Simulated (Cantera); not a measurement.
Input (Python, Cantera) and output of one run.

```python
import numpy as np
import cantera as ct

gas_names = """
    C CO CO2 C2 C2O C3 C3O2 C4 C5 O O2 O3 Ta TaO TaO2
""".split()
cond_names = """
    C(gr) Ta(cr) Ta(L) TaC(s) TaC(L) Ta2O5(s) Ta2O5(L)
""".split()


# ... load() reads the species with a 1 bar reference pressure and builds the phases ...
atoms = {
    'Ta2O5': {'Ta': 2, 'O': 5},
    'CO': {'C': 1, 'O': 1},
}
top_T = {'C(gr)': 4500}  # K; cautious upper limits of use, not melting points


# ... equilibrate(T, P, feed) seeds the gas with the atoms and calls Mixture.equilibrate('TP', solver="vcs", rtol=1e-11, max_steps=5000) ...
results = []
feed = {'Ta2O5': 1, 'CO': 2.6}  # mol
P = 260000  # Pa
for T in [875, 950, 1025, 1100, 1175, 1250, 1325, 1400, 1475, 1550, 1625, 1700, 1775, 1850]:
    mix = equilibrate(T, P, feed)
    results.append((T, P, feed, dict(zip(mix.species_names, mix.species_moles))))

top = {s: max(r[3][s] / sum(r[3][g] for g in gas_names) for r in results) for s in gas_names}
cols = sorted((s for s in top if top[s] > 0.001), key=lambda s: -top[s])[:9]
seen = [c for c in cond_names if any(r[3].get(c, 0) > 1e-12 for r in results)]
print("log10 of partial pressures in bar; condensed amounts in mol")
print(f"{'T/K':>10s}" + "".join(f"{s[:9]:>10s}" for s in cols + seen))
for T, P, feed, n in results:
    ng = sum(n[g] for g in gas_names)
    print(f"{T:10.4g}" + "".join(f"{np.log10(max(n[s] / ng * P / 1e5, 1e-99)):10.3f}" for s in cols)
          + "".join(f"{n.get(c, 0):10.4g}" for c in seen))
```

Result:

```
log10 of partial pressures in bar; condensed amounts in mol
       T/K        CO       CO2     C(gr)    TaC(s)  Ta2O5(s)
       875    -0.349     0.333     1.178         0         1
       950    -0.007     0.209     0.997         0         1
      1025     0.219    -0.025    0.6924         0         1
      1100     0.339    -0.377    0.3613         0         1
      1175     0.387    -0.793    0.1517         0         1
      1250     0.404    -1.208   0.06055         0         1
      1325     0.411    -1.592   0.02534         0         1
      1400     0.413    -1.939   0.01145         0         1
      1475     0.414    -2.150         0  0.002023     0.999
      1550     0.414    -2.152         0  0.002011     0.999
      1625     0.414    -2.155         0     0.002     0.999
      1700     0.414    -2.157         0  0.001991     0.999
      1775     0.414    -2.158         0  0.001984     0.999
      1850     0.414    -2.159         0  0.001978     0.999
```

Method: chemical equilibrium by Gibbs-energy minimisation in Cantera with the NASA 1993 tables (ideal gas, pure condensed phases). Mutual solubility and eutectic melting of coexisting phases are not modelled. TaC: taken at fixed stoichiometry. Condensed phases not in the tables: Ta2C.
